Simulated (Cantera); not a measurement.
Input (Python, Cantera) and output of one run.

```python
import numpy as np
import cantera as ct

gas_names = """
    C CH CH2 CH3 CH2OH CH3O CH4 CH3OH CO CO2 COOH C2 C2H CHCO,ketyl C2H2,acetylene C2H2,vinylidene
    CH2CO,ketene C2H3,vinyl CH3CO,acetyl C2H4 C2H4O,ethylen CH3CHO,ethanal CH3COOH (HCOOH)2 C2H5 C2H6
    CH3OCH3 C2H5OH C2O C3 C3H3,propargyl C3H4,allene C3H4,propyne C3H4,cyclo- C3H5,allyl C3H6,propylene
    C3H6,cyclo- C3H6O C3H7,n-propyl C3H7,i-propyl C3H8 C3H8O,1propanol C3H8O,2propanol C3O2 C4 C4H2
    C4H4,1,3-cyclo- C4H6,butadiene C4H6,2-butyne C4H6,cyclo- C4H8,1-butene C4H8,cis2-buten
    C4H8,tr2-butene C4H8,isobutene C4H8,cyclo- (CH3COOH)2 C4H9,n-butyl C4H9,i-butyl C4H9,s-butyl
    C4H9,t-butyl C4H10,isobutane C4H10,n-butane C5 C5H6,1,3cyclo- C5H8,cyclo- C5H10,1-pentene
    C5H10,cyclo- C5H11,pentyl C5H11,t-pentyl C5H12,n-pentane C5H12,i-pentane CH3C(CH3)2CH3 C6H2
    C6H5,phenyl C6H5O,phenoxy C6H6 C6H5OH,phenol C6H10,cyclo- C6H12,1-hexene C6H12,cyclo- C6H13,n-hexyl
    C7H7,benzyl C7H8 C7H8O,cresol C7H14,1-heptene C7H15,n-heptyl C7H16,n-heptane C8H8,styrene
    C8H10,ethylbenz C8H16,1-octene C8H17,n-octyl C8H18,isooctane C8H18,n-octane C9H19,n-nonyl
    C10H8,naphthale C10H21,n-decyl C12H9,o-bipheny C12H10,bipheny H HCO HO2 H2 HCHO,formaldehy HCOOH H2O
    H2O2 O OH O2 O3 Pb PbO Pb2
""".split()
cond_names = """
    C(gr) C6H6(L) C7H8(L) C8H18(L),n-octa H2O(s) H2O(L) Pb(cr) Pb(L) PbO(rd) PbO(yw) PbO(L) PbO2(s)
    Pb3O4(s)
""".split()


def load(file, names, dense=False):
    # The tables refer to 1 bar. Condensed volumes are neglected.
    table = {s.name: s for s in ct.Species.list_from_file(file)}
    out = []
    for n in names:
        d = dict(table[n].input_data)
        d["thermo"] = dict(d["thermo"], **{"reference-pressure": 1e5})
        if dense:
            d["equation-of-state"] = {"model": "constant-volume", "density": "1e6 g/cm^3"}
        out.append(ct.Species.from_dict(d))
    return out


gas = ct.Solution(thermo="ideal-gas", species=load("nasa_gas.yaml", gas_names))
cond = {s.name: ct.Solution(thermo="fixed-stoichiometry", species=[s], name=s.name)
        for s in load("nasa_condensed.yaml", cond_names, dense=True)}
atoms = {
    'PbO': {'Pb': 1, 'O': 1},
    'CO': {'C': 1, 'O': 1},
    'H2': {'H': 2},
}
top_T = {'C(gr)': 4500, 'Pb3O4(s)': 820}  # K; cautious upper limits of use, not melting points


def equilibrate(T, P, feed):
    n = {}
    for name, mol in feed.items():
        for a, k in atoms[name].items():
            n[a] = n.get(a, 0.0) + k * mol
    gas.TPX = T, P, n
    mass = sum(n.values()) * gas.mean_molecular_weight
    gas.equilibrate("TP")
    valid = [c for c in cond.values() if c.min_temp <= T <= top_T.get(c.name, c.max_temp)]
    mix = ct.Mixture([(gas, mass / gas.mean_molecular_weight)] + [(c, 0.0) for c in valid])
    mix.T, mix.P = T, P
    mix.equilibrate("TP", solver="vcs", rtol=1e-11, max_steps=5000)
    return mix


results = []
feed = {'PbO': 1, 'CO': 2.5, 'H2': 9.8}  # mol
T = 1148.15  # K
P = 83  # Pa
mix = equilibrate(T, P, feed)
results.append((T, P, feed, dict(zip(mix.species_names, mix.species_moles))))
print(gas.report(threshold=1e-05))
for i in range(1, mix.n_phases):
    print(f"{mix.phase(i).name:16s} {mix.phase_moles(i):12.5e} mol")
```

It prints:

```
       temperature   1148.2 K
          pressure   83 Pa
           density   0.0002046 kg/m^3
  mean mol. weight   23.532 kg/kmol
   phase of matter   gas

                          1 kg             1 kmol
                     ---------------   ---------------
          enthalpy             30270        7.1234e+05  J
   internal energy       -3.7539e+05       -8.8339e+06  J
           entropy             10955        2.5781e+05  J/K
    Gibbs function       -1.2548e+07       -2.9529e+08  J
 heat capacity c_p            1347.9             31718  J/K
 heat capacity c_v            994.54             23404  J/K

                      mass frac. Y      mole frac. X     chem. pot. / RT
                     ---------------   ---------------   ---------------
                CO           0.20768           0.17448           -46.392
               CO2          0.025226          0.013489            -81.57
                H2          0.057839           0.67514           -25.347
               H2O          0.047233          0.061699           -60.525
                Pb           0.66201          0.075187           -11.847
     [ +108 minor]        7.5939e-06        2.5362e-06

C(gr)             0.00000e+00 mol
Pb(L)             0.00000e+00 mol
PbO(yw)           0.00000e+00 mol
PbO2(s)           0.00000e+00 mol
```

These are equilibrium values from Cantera (NASA tables, ideal gas, pure condensed phases), not measurements of a reactor.
